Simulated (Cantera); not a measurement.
Input (Python, Cantera) and output of one run.

```python
import numpy as np
import cantera as ct

gas_names = """
    CL CL2 H HCL H2 N NH NH2 NH3 N2 N2H2 N2H4 Si SiCL SiCL2 SiCL3 SiCL4 SiH SiHCL3 SiH2 SiH2CL2 SiH3
    SiH3CL SiH4 SiN Si2 Si2N Si3
""".split()
cond_names = """
    NH4CL(a) NH4CL(b) Si(cr) Si(L) Si3N4(a)
""".split()


def load(file, names, dense=False):
    # The tables refer to 1 bar. Condensed volumes are neglected.
    table = {s.name: s for s in ct.Species.list_from_file(file)}
    out = []
    for n in names:
        d = dict(table[n].input_data)
        d["thermo"] = dict(d["thermo"], **{"reference-pressure": 1e5})
        if dense:
            d["equation-of-state"] = {"model": "constant-volume", "density": "1e6 g/cm^3"}
        out.append(ct.Species.from_dict(d))
    return out


gas = ct.Solution(thermo="ideal-gas", species=load("nasa_gas.yaml", gas_names))
cond = {s.name: ct.Solution(thermo="fixed-stoichiometry", species=[s], name=s.name)
        for s in load("nasa_condensed.yaml", cond_names, dense=True)}
atoms = {
    'SiH4': {'Si': 1, 'H': 4},
    'HCl': {'H': 1, 'CL': 1},
    'N2': {'N': 2},
}
top_T = {'Si3N4(a)': 2400}  # K; cautious upper limits of use, not melting points


def equilibrate(T, P, feed):
    n = {}
    for name, mol in feed.items():
        for a, k in atoms[name].items():
            n[a] = n.get(a, 0.0) + k * mol
    gas.TPX = T, P, n
    mass = sum(n.values()) * gas.mean_molecular_weight
    gas.equilibrate("TP")
    valid = [c for c in cond.values() if c.min_temp <= T <= top_T.get(c.name, c.max_temp)]
    mix = ct.Mixture([(gas, mass / gas.mean_molecular_weight)] + [(c, 0.0) for c in valid])
    mix.T, mix.P = T, P
    mix.equilibrate("TP", solver="vcs", rtol=1e-11, max_steps=5000)
    return mix


results = []
feed = {'SiH4': 1, 'HCl': 0.044, 'N2': 15}  # mol
T = 1073  # K
P = 100000  # Pa
mix = equilibrate(T, P, feed)
results.append((T, P, feed, dict(zip(mix.species_names, mix.species_moles))))
print(gas.report(threshold=1e-06))
for i in range(1, mix.n_phases):
    print(f"{mix.phase(i).name:16s} {mix.phase_moles(i):12.5e} mol")
```

Result:

```
       temperature   1073 K
          pressure   1e+05 Pa
           density   0.27868 kg/m^3
  mean mol. weight   24.862 kg/kmol
   phase of matter   gas

                          1 kg             1 kmol
                     ---------------   ---------------
          enthalpy        9.4508e+05        2.3497e+07  J
   internal energy        5.8624e+05        1.4575e+07  J
           entropy            9095.4        2.2613e+05  J/K
    Gibbs function       -8.8143e+06       -2.1914e+08  J
 heat capacity c_p            1316.8             32739  J/K
 heat capacity c_v            982.41             24425  J/K

                      mass frac. Y      mole frac. X     chem. pot. / RT
                     ---------------   ---------------   ---------------
               HCL         0.0039398         0.0026867           -40.726
                H2         0.0099007            0.1221           -19.787
               NH3        1.0123e-05        1.4777e-05            -42.27
                N2           0.98615            0.8752            -25.18
     [  +24 minor]        9.6795e-09        6.5107e-09

Si(cr)            0.00000e+00 mol
Si3N4(a)          3.33333e-01 mol
```

These are equilibrium values from Cantera (NASA tables, ideal gas, pure condensed phases), not measurements of a reactor. N2 is the only nitrogen source here; it is nearly inert below about 1500 K, so the nitride shown seldom forms there in practice.
